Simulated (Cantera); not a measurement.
# B₂O₃ + N₂ (boron, boron nitride and boron oxide)

Input: 1 mol B₂O₃, a varied amount of N₂, at 2125 °C and 93.0 Pa.

These are equilibrium values from Cantera (NASA tables, ideal gas, pure condensed phases), not measurements of a reactor. Candidate condensed phases: B, BN, B₂O₃; 17 gas species. The numbers say what is thermodynamically allowed, not how fast it happens.

From 0.97 mol N₂ to 8.8 mol N₂ nothing is condensed. The main B-bearing gas is B₂O₃ throughout.

| n(N₂) (mol) | log p N₂ | log p B₂O₃ | log p BO | log p BO₂ | log p O | log p O₂ |
|---|---|---|---|---|---|---|
| 0.97 | -3.42 | -3.57 | -3.82 | -4.00 | -4.77 | -5.41 |
| 1.3 | -3.35 | -3.64 | -3.85 | -4.04 | -4.78 | -5.43 |
| 1.7 | -3.30 | -3.72 | -3.89 | -4.08 | -4.80 | -5.46 |
| 2.2 | -3.25 | -3.81 | -3.92 | -4.13 | -4.81 | -5.49 |
| 2.9 | -3.21 | -3.91 | -3.96 | -4.19 | -4.83 | -5.52 |
| 3.9 | -3.18 | -4.03 | -4.01 | -4.26 | -4.85 | -5.56 |
| 5.1 | -3.15 | -4.15 | -4.06 | -4.33 | -4.87 | -5.60 |
| 6.7 | -3.13 | -4.28 | -4.11 | -4.41 | -4.89 | -5.65 |
| 8.8 | -3.11 | -4.42 | -4.17 | -4.49 | -4.92 | -5.70 |
log p: log10 of the partial pressure in bar; nothing condenses.
